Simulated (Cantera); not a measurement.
A freely propagating, adiabatic, planar premixed flame of 27.4 % H₂, 14.0 % O₂, 58.6 % N₂, equivalence ratio 0.98, unburnt at 550 K and 0.178 atm; mixture-averaged transport, grid criteria slope 0.08 and curve 0.16, no radiation.

Computed with Cantera and the H2/O2 subset of GRI-Mech 3.0, which has no nitrogen chemistry. Burning velocities carry a grid error of a few per cent, more on coarse grids.

x: mole fraction of selected species; z is measured from the peak of heat release.

| z (mm) | T (K) | u (m/s) | x H₂ | x O₂ | x H | x HO₂ | x OH | x H₂O₂ |
|---|---|---|---|---|---|---|---|---|
| -13.4 | 550 | 4.82 | 0.274 | 0.140 | <1e-8 | <1e-8 | <1e-8 | <1e-8 |
| -8.92 | 550 | 4.82 | 0.274 | 0.140 | <1e-8 | <1e-8 | <1e-8 | <1e-8 |
| -6.69 | 550 | 4.82 | 0.274 | 0.140 | <1e-8 | <1e-8 | <1e-8 | <1e-8 |
| -4.46 | 550 | 4.82 | 0.274 | 0.140 | 2.57e-8 | 1.28e-7 | <1e-8 | <1e-8 |
| -2.23 | 556 | 4.86 | 0.273 | 0.140 | 0.000141 | 7.00e-5 | 2.30e-5 | 9.69e-7 |
| -1.11 | 694 | 5.99 | 0.250 | 0.136 | 0.00647 | 4.93e-5 | 0.000380 | 2.37e-6 |
| 0 | (withheld) | 9.22 | (withheld) | (withheld) | (withheld) | (withheld) | (withheld) | (withheld) |
| 1.11 | 1380 | 11.4 | 0.0465 | 0.0399 | 0.0740 | 7.19e-6 | 0.00752 | 1.03e-6 |
| 2.23 | 1501 | 12.3 | 0.0414 | 0.0329 | 0.0661 | 5.14e-6 | 0.00976 | 7.70e-7 |
| 4.46 | 1638 | 13.3 | 0.0422 | 0.0296 | 0.0536 | 3.90e-6 | 0.0121 | 4.56e-7 |
| 8.92 | 1787 | 14.4 | 0.0416 | (withheld) | (withheld) | (withheld) | (withheld) | (withheld) |
| 17.8 | 1938 | 15.4 | 0.0391 | 0.0226 | 0.0287 | 2.09e-6 | 0.0155 | 1.29e-7 |
| 35.7 | 2081 | 16.3 | 0.0346 | 0.0190 | 0.0187 | 1.52e-6 | 0.0157 | 7.80e-8 |

Q: Complete the blanks.

A: 
- 0, T (K): 1103
- 0, x H₂: 0.128
- 0, x O₂: 0.0924
- 0, x H: 0.0530
- 0, x HO₂: 1.89e-5
- 0, x OH: 0.00285
- 0, x H₂O₂: 8.93e-7
- 8.92, x O₂: 0.0262
- 8.92, x H: 0.0406
- 8.92, x HO₂: 2.89e-6
- 8.92, x OH: 0.0142
- 8.92, x H₂O₂: 2.40e-7
